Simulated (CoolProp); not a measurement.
Vapour-liquid equilibrium of R245fa (1) + n-pentane (2) at 300.6 K; x and y are mole fractions of (1).

Computed with CoolProp (multi-fluid Helmholtz-energy mixture model, Akasaka 2015 and Thol 2019; pair parameters Bell 2016).

```csv
x,"bubble pressure, mixture model (bar)","bubble pressure, Raoult's law (bar)","y, mixture model","y, Raoult's law"
0.05,1.179,0.7918,0.383,0.103
0.15,1.646,0.8796,0.581,0.277
0.25,1.831,0.9673,0.638,0.420
0.35,1.898,1.055,0.659,0.539
0.45,1.921,1.143,0.669,0.640
0.55,1.932,1.230,0.676,0.726
0.65,1.940,1.318,0.687,0.801
0.75,1.939,1.406,0.712,0.867
0.85,1.900,1.494,0.765,0.925
0.95,1.765,1.581,0.884,0.976
```

The largest gap from Raoult's law is +89.3 % in bubble pressure, at x = 0.25. y crosses x between x = 0.65 and 0.75: the model has an azeotrope there.

The pair parameters rest on a limited set of measurements; away from them the model extrapolates. With so large a gap from Raoult's law the liquid may split in two, which this calculation doesn't test in full.
